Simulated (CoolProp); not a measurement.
The fluid at 467.98 K and 0.973 MPa expands adiabatically to 0.575 MPa with isentropic efficiency 0.85. The same conditions are run with several fluids, on thermodynamics alone (safety and materials aside).

Values from CoolProp's reference Helmholtz-energy equation of state of each fluid (water: Wagner 2002; methane: Setzmann 1991; isobutane: Bücker 2006; isobutene: Lemmon 2005; neopentane: Lemmon 2006).

```json
[
 {"fluid": "water", "work (kJ/kg)": "86.3", "final temperature (K)": "430.3", "final phase": "two-phase, vapour fraction 0.989", "final density (kg/m³)": "3.08"},
 {"fluid": "methane", "work (kJ/kg)": "[?]", "final temperature (K)": "429.5", "final phase": "gas", "final density (kg/m³)": "2.59"},
 {"fluid": "isobutane", "work (kJ/kg)": "28.0", "final temperature (K)": "454.2", "final phase": "gas", "final density (kg/m³)": "9.20"},
 {"fluid": "isobutene", "work (kJ/kg)": "28.9", "final temperature (K)": "[?]", "final phase": "gas", "final density (kg/m³)": "8.93"},
 {"fluid": "neopentane", "work (kJ/kg)": "22.1", "final temperature (K)": "[?]", "final phase": "gas", "final density (kg/m³)": "11.5"}
]
```

Q: Fill in the missing entries.

A: 
- methane, work (kJ/kg): 103
- isobutene, final temperature (K): 452.4
- neopentane, final temperature (K): 456.4
